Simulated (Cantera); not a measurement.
What does this Cantera script print?

```python
import numpy as np
import cantera as ct

gas_names = """
    CL CL2 H HCL H2 Si SiCL SiCL2 SiCL3 SiCL4 SiH SiHCL3 SiH2 SiH2CL2 SiH3 SiH3CL SiH4 Si2 Si3
""".split()
cond_names = """
    Si(cr) Si(L)
""".split()


# ... load() reads the species with a 1 bar reference pressure and builds the phases ...
atoms = {
    'Si': {'Si': 1},
    'HCl': {'H': 1, 'CL': 1},
    'H2': {'H': 2},
}
top_T = {}  # K; cautious upper limits of use, not melting points


# ... equilibrate(T, P, feed) seeds the gas with the atoms and calls Mixture.equilibrate('TP', solver="vcs", rtol=1e-11, max_steps=5000) ...
results = []
feed = {'Si': 1, 'HCl': 2.2, 'H2': 6.3}  # mol
P = 101325  # Pa
for T in [873, 973, 1073, 1173, 1273, 1373, 1473, 1573, 1673]:
    mix = equilibrate(T, P, feed)
    results.append((T, P, feed, dict(zip(mix.species_names, mix.species_moles))))

top = {s: max(r[3][s] / sum(r[3][g] for g in gas_names) for r in results) for s in gas_names}
cols = sorted((s for s in top if top[s] > 1e-05), key=lambda s: -top[s])[:7]
seen = [c for c in cond_names if any(r[3].get(c, 0) > 1e-12 for r in results)]
print("log10 of partial pressures in bar; condensed amounts in mol")
print(f"{'T/K':>10s}" + "".join(f"{s[:9]:>10s}" for s in cols + seen))
for T, P, feed, n in results:
    ng = sum(n[g] for g in gas_names)
    print(f"{T:10.4g}" + "".join(f"{np.log10(max(n[s] / ng * P / 1e5, 1e-99)):10.3f}" for s in cols)
          + "".join(f"{n.get(c, 0):10.4g}" for c in seen))
```

It prints:

```
log10 of partial pressures in bar; condensed amounts in mol
       T/K        H2       HCL     SiCL2     SiCL4    SiHCL3     SiCL3   SiH2CL2    Si(cr)
       873    -0.031    -2.558    -4.982    -1.350    -1.492    -4.050    -2.675    0.3841
       973    -0.032    -2.124    -4.010    -1.355    -1.513    -3.411    -2.652    0.3948
      1073    -0.036    -1.778    -3.232    -1.374    -1.543    -2.905    -2.644    0.4127
      1173    -0.041    -1.501    -2.605    -1.419    -1.591    -2.509    -2.656    0.4367
      1273    -0.049    -1.284    -2.106    -1.510    -1.674    -2.217    -2.696    0.4597
      1373    -0.059    -1.123    -1.728    -1.679    -1.814    -2.036    -2.779    0.4699
      1473    -0.070    -1.019    -1.470    -1.957    -2.035    -1.981    -2.918    0.4619
      1573    -0.077    -0.963    -1.319    -2.342    -2.335    -2.040    -3.109    0.4448
      1673    -0.081    -0.939    -1.240    -2.787    -2.676    -2.173    -3.328    0.4293
```

These are equilibrium values from Cantera (NASA tables, ideal gas, pure condensed phases), not measurements of a reactor. The tables' values for SiCl3, SiCl are old estimates; treat these amounts as uncertain.
